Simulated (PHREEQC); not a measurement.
0.14 g of hydrous ferric oxide (600 m²/g; 0.2 weak and 0.005 strong sites per Fe, Dzombak-Morel constants, diffuse double layer) in 1 kg of water with 0.3 mol/kgw of an inert sodium salt, at 25 °C; the pH is set by adding NaOH or the inert anion's acid. O2 is buffered at 0.21 atm. No CO2 enters from the air. No solid was allowed to form.

The numbers come from PHREEQC with the ion-association model, wateq4f.dat.

```
pH     surface charge σ (C/m²)  surface potential ψ (mV)
-----  -----------------------  ------------------------
3                        0.368                       126
3.67                     0.359                       124
5                        0.269                       110
5.67                     0.191                        93
6.33                     0.121                        71
7.67                     0.024                        19
8.33                    -0.012                        -9
9                       -0.051                       -38
10.33                   -0.166                       -86
11                      -0.244                      -105
```

The oxide is taken as insoluble; below pH 4 it would dissolve.
